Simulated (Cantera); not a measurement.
Source: NASA polynomial tables (part measured, part estimated), evaluated in Cantera. Values are per mole of reaction as written; species without (g) are pure solids or liquids, kept so even where they would boil at 1 bar.

Between 523 and 2323 K, where is each reaction favourable under standard conditions?
- C2H4(g) + 2 NiS → CH4(g) + CS2(g) + 2 Ni
- CS2(g) + Ni + 3 CH4(g) → NiS2 + 4 CH3(g)
- 3 C2H6(g) + 6 NiS → C6H6(g) + 6 H2S(g) + 6 Ni


- C2H4(g) + 2 NiS → CH4(g) + CS2(g) + 2 Ni: ΔG° is 83 kJ at 523 K and -91 kJ at 2323 K; it changes sign between 1123 and 1323 K. ΔH° is 75 kJ and ΔS° 72 J/K at 2323 K.
- CS2(g) + Ni + 3 CH4(g) → NiS2 + 4 CH3(g): ΔG° is 549 kJ at 523 K and 406 kJ at 2323 K; it stays positive (K < 1). ΔH° is 617 kJ and ΔS° 91 J/K at 2323 K.
- 3 C2H6(g) + 6 NiS → C6H6(g) + 6 H2S(g) + 6 Ni: ΔG° is 384 kJ at 523 K and -523 kJ at 2323 K; it changes sign between 1123 and 1323 K. ΔH° is 456 kJ and ΔS° 422 J/K at 2323 K.
